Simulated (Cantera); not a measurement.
A closed system holds: 1 mol SiHCl3, 0.021 mol C2H4, a varied amount of H2, equilibrated at 2350 °C and 40.5 Torr.

These are equilibrium values from Cantera (NASA tables, ideal gas, pure condensed phases), not measurements of a reactor. Candidate condensed phases: C, C6H6, C7H8, C8H18, Si, SiC; 109 gas species. The tables' values for SiCl are old estimates; treat these amounts as uncertain. Gases not in the tables: Si2H6 and higher silanes. Kinetics and transport are ignored.

x: gas mole fraction; nothing condenses.

```
n(H2) (mol)   x H2    x H       x HCl        x Si        x Cl       x SiH
-----------  -----  -----  ----------  ----------  ----------  ----------
200          0.818  0.164      0.0118     0.00423     0.00166    0.000197
260          0.822  0.164     0.00915     0.00328     0.00128    0.000153
340          0.825  0.165     0.00703     0.00252    0.000981    0.000118
440          0.827  0.165  (withheld)  (withheld)  (withheld)  (withheld)
570          0.829  0.165     0.00421     0.00151    0.000586     7.08e-5
750          0.830  0.165  (withheld)  (withheld)  (withheld)  (withheld)
980          0.831  0.165     0.00246    0.000884    0.000342     4.14e-5
1300         0.832  0.165     0.00185    0.000667    0.000258     3.13e-5
```

Problem. Some entries are withheld; supply them.

Solution. 
- 440, x HCl: 0.00544
- 440, x Si: 0.00195
- 440, x Cl: 0.000759
- 440, x SiH: 9.13e-5
- 750, x HCl: 0.00321
- 750, x Si: 0.00115
- 750, x Cl: 0.000446
- 750, x SiH: 5.39e-5
